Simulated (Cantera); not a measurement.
**PbO + CH4 + H2 (carbothermic reduction)**

Feed: 1 mol PbO, 0.39 mol CH4, 2.4 mol H2, at 2350 °C and 188 Torr.

These are equilibrium values from Cantera (NASA tables, ideal gas, pure condensed phases), not measurements of a reactor. Candidate condensed phases: C, C6H6, C7H8, C8H18, H2O, Pb, PbO, PbO2, Pb3O4; 113 gas species. Gases not in the tables: (PbO)n polymers. Kinetics and transport are ignored.

- x(H2): 0.520
- x(Pb): 0.210
- x(H2O): 0.121
- x(CO): 0.0797
- x(H): 0.0608
- x(OH): 0.00336
- x(CO2): 0.00285
- x(PbO): 0.00125
- x(O): 0.000254
- gas amount: 4.723 mol
- log10 activity of Pb(l) (absent): -2.33
- log10 activity of C(graphite) (absent): -5.81
